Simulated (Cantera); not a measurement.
Transport properties of process gases

Gas mixture: 25.9 % CO, 74.1 % C₂H₄, at 0.130 bar, frozen composition.

Cantera's kinetic-theory transport with the Lennard-Jones parameters of GRI-Mech 3.0, ideal gas; thermal conductivity in the mixture-averaged form. The composition is frozen, though it would react at the higher temperatures.

```csv
T (K),ρ (kg/m³),cp (J/kg/K),μ (µPa s),λ (mW/m/K),Pr,D (cm²/s) CH₄,D (cm²/s) O,D (cm²/s) H
400,0.110,1662,15.1,33.1,0.757,2.40,3.46,12.8
600,0.0731,2155,21.2,58.3,0.784,4.96,7.02,26.4
800,0.0548,2512,26.5,83.7,0.795,8.17,11.5,43.6
1000,0.0438,2793,31.2,108,0.806,12.0,16.7,63.8
1200,0.0365,3003,35.4,131,0.813,16.3,22.7,86.9
1400,0.0313,3166,39.4,153,0.817,21.1,29.3,113
1600,0.0274,3293,43.1,173,0.820,26.4,36.6,141
```
D: mixture-averaged diffusion coefficient of that species in the mixture.
